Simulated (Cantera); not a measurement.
## Adiabatic ignition

An adiabatic, constant-volume homogeneous reactor starts with 2.67 % CH4, 0.101 % H2, 8.84 % O2, 88.4 % N2, at 1450 K and 1.01 bar.

Detailed kinetics in Cantera: GRI-Mech 3.0 (53 species, 325 reactions).

| t (s) | T (K) | P (bar) | x CH4 | x H2 | x O2 | x C2H4 | x HCN | x H2O | x HCO |
|---|---|---|---|---|---|---|---|---|---|
| 3.00e-6 | 1450 | 1.01 | 0.0267 | 0.00101 | 0.0884 | <1e-12 | <1e-12 | 2.15e-9 | <1e-12 |
| 1.14e-5 | 1450 | 1.01 | 0.0267 | 0.00101 | 0.0884 | <1e-12 | <1e-12 | 2.52e-8 | <1e-12 |
| 4.34e-5 | 1450 | 1.01 | 0.0267 | 0.00101 | 0.0884 | 1.40e-11 | <1e-12 | 1.69e-7 | <1e-12 |
| 0.000165 | 1450 | 1.01 | 0.0267 | 0.00101 | 0.0884 | 1.42e-9 | <1e-12 | 1.61e-6 | 4.07e-12 |
| 0.000628 | 1450 | 1.01 | 0.0267 | 0.00102 | 0.0884 | 3.65e-7 | <1e-12 | 3.41e-5 | 2.97e-10 |
| 0.00239 | 1466 | 1.02 | 0.0241 | 0.00151 | 0.0867 | 0.000191 | 6.36e-12 | 0.00214 | 1.19e-7 |
| 0.00909 | 2184 | 1.53 | <1e-12 | 0.000241 | 0.0341 | <1e-12 | <1e-12 | 0.0531 | 1.48e-11 |
| 0.0346 | 2182 | 1.53 | <1e-12 | 0.000240 | 0.0339 | <1e-12 | <1e-12 | 0.0531 | 1.46e-11 |
| 0.131 | 2179 | 1.52 | <1e-12 | 0.000237 | 0.0333 | <1e-12 | <1e-12 | 0.0532 | 1.41e-11 |
| 0.500 | 2172 | 1.52 | <1e-12 | 0.000232 | 0.0321 | <1e-12 | <1e-12 | 0.0532 | 1.33e-11 |
x: mole fraction; the columns are a selection and need not sum to one.

```json
{
  "time_of_steepest_temperature_rise": "2.92 ms",
  "temperature at 0.500 s": "2172 K",
  "equilibrium_temperature": "2171 K",
  "x(CH4) at 0.500 s": "<1e-12 (gas-phase equilibrium <1e-12)",
  "x(H2) at 0.500 s": "0.000232 (gas-phase equilibrium 0.000231)",
  "x(O2) at 0.500 s": "0.0321 (gas-phase equilibrium 0.0318)"
}
```
